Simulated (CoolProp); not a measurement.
Properties of CH2F2 (R32) along the isobar 1.01 bar.

Model: reference Helmholtz-energy equation of state, Tillner-Roth 1997, in CoolProp.

```csv
T (K),phase,density (kg/m³),cv (kJ/(kg K)),Joule-Thomson coefficient (K/MPa),conductivity (mW/(m K)),Prandtl number
307.1,gas,2.081,0.6884,23.09,14.3,0.825
325.4,gas,1.960,0.7138,19.01,15.8,0.814
343.7,gas,1.852,0.7410,15.92,17.4,0.804
361.9,gas,1.757,0.7691,13.52,19.0,0.794
380.2,gas,1.671,0.7979,11.62,20.8,0.785
398.5,gas,1.593,0.8270,10.08,22.7,0.775
416.7,gas,1.522,0.8560,8.829,24.6,0.765
435,gas,1.457,0.8848,7.784,26.7,0.755
```

Viscosity comes from a separate model (Bell 2016), an estimate that may be off by 10 % or more. Thermal conductivity comes from a separate model (Huber 2003), an estimate that may be off by 10 % or more.
